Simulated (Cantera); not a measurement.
Feed: 1 mol CH₃F, 0.023 mol CH₄, 15 mol H₂, at 2425 °C.

Cantera equilibrium calculation (NASA polynomials, part measured and part estimated; ideal gas, pure solids and liquids). Candidate condensed phases: C, C₆H₆, C₇H₈, C₈H₁₈; 95 gas species. Equilibrium is a limit: real reactors are often held back by kinetics, nucleation or transport.

Question: At 0.00100 bar, list the 6 most abundant gas species with their mole fractions, and the condensed phases.

Answer: H 0.765, H₂ 0.184, HF 0.0351, C₃ 0.00718, C₂H₂ (acetylene) 0.00382, C 0.00195. Condensed: gas only.
